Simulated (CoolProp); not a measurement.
C2F6 (R116) along the isobar 0.742 MPa: Z from the reference equation and from simpler models built on Tc = 19.9 °C, pc = 3.048 MPa, ω = 0.257; each cubic takes its own stable root.

Model: reference Helmholtz-energy equation of state, Lemmon 2006, in CoolProp. It is a short technical equation, of lower accuracy than the large ones.

| T (°C) | phase | reference | Pitzer virial | van der Waals |
|---|---|---|---|---|
| -20.55 | gas | 0.8460 | 0.8591 | 0.8854 |
| -6.25 | gas | 0.8764 | 0.8833 | 0.9011 |
| 8.15 | gas | 0.8990 | 0.9026 | 0.9140 |
| 22.55 | gas | 0.9163 | 0.9180 | 0.9246 |
| 36.85 | gas | 0.9299 | 0.9305 | 0.9335 |
| 51.25 | gas | 0.9408 | 0.9409 | 0.9410 |
| 65.65 | gas | 0.9498 | 0.9495 | 0.9475 |
| 80.05 | gas | 0.9572 | 0.9567 | 0.9530 |
| 94.35 | gas | 0.9633 | 0.9627 | 0.9578 |
| 108.75 | gas | 0.9686 | 0.9679 | 0.9620 |
| 123.15 | gas | 0.9730 | 0.9723 | 0.9657 |
| 137.45 | gas | 0.9768 | 0.9760 | 0.9689 |
| 151.85 | gas | 0.9801 | 0.9793 | 0.9718 |
